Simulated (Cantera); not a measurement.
A closed system holds: 1 mol SiC, 0.16 mol N2O, 3.3 mol N2, equilibrated at 1477 °C and 0.00133 bar.

Method: chemical equilibrium by Gibbs-energy minimisation in Cantera with the NASA 1993 tables (ideal gas, pure condensed phases). Candidate condensed phases: C, Si, SiC, SiO2, Si2N2O, Si3N4; 34 gas species. Kinetics and transport are ignored.

Base state: N2 0.955, CO 0.0223, SiO 0.0219, Si 0.000307 (mole fractions); condensed: SiC(s).

Question: What changes in the equilibrium state with this change: N2O from 0.16 to 0.78 mol?

Answer: 
```tsv
species	before	after
N2	0.955	0.839
CO	0.0223	0.0804
SiO	0.0219	0.0801
Si	0.000307	0.000309
SiC(s), mol	0.919	0.609
```

Question: What changes in the equilibrium state with this change: temperature from 1477 °C to 700 °C?

Answer: 
| species | before | after |
|---|---|---|
| N2 | 0.955 | 1.00 |
| CO | 0.0223 | 4.47e-9 |
| SiO | 0.0219 | <1e-9 |
| Si | 0.000307 | <1e-9 |
| SiC(s), mol | 0.919 | 0 |
| C(graphite), mol | 0 | 1.00 |
| Si2N2O(s), mol | 0 | 0.160 |
| Si3N4(s), mol | 0 | 0.227 |
